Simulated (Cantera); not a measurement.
# Catalytic stagnation flow on Pt

A jet of 5.83 % CH₄, 13.3 % O₂, 80.9 % N₂ at 300 K and 5400 Pa hits a platinum plate 4.8 cm away at a mass flux of 0.16 kg/m²/s; the plate temperature is set and raised in steps from an oxygen-covered start.

Detailed kinetics in Cantera: Deutschmann's 1995 Pt surface mechanism with GRI-Mech 3.0 gas chemistry. Catalytic surfaces can have several steady states; this one follows from the mechanism file's or the stated starting coverage.

| plate T (K) | wall x CH₄ | wall x O₂ | wall x H₂O | wall x OH | wall x CO | wall x CO₂ | θ free Pt | θ O* | θ OH* |
|---|---|---|---|---|---|---|---|---|---|
| 850 | 0.0522 | 0.120 | 0.0116 | <1e-8 | 1.48e-5 | 0.00752 | 0.163 | 0.836 | 0.000778 |
| 900 | 0.0463 | 0.107 | 0.0228 | 3.49e-8 | 1.91e-5 | 0.0149 | 0.234 | 0.765 | 0.000996 |
| 950 | 0.0390 | 0.0915 | 0.0364 | 1.18e-7 | 2.28e-5 | 0.0238 | 0.314 | 0.685 | 0.00112 |
| 1000 | 0.0318 | 0.0763 | 0.0496 | 3.36e-7 | 2.60e-5 | 0.0326 | 0.397 | 0.601 | 0.00115 |
| 1050 | 0.0258 | 0.0636 | 0.0607 | 8.33e-7 | 2.93e-5 | 0.0399 | 0.481 | 0.518 | 0.00110 |
x: mole fraction at the wall; θ: surface coverage.
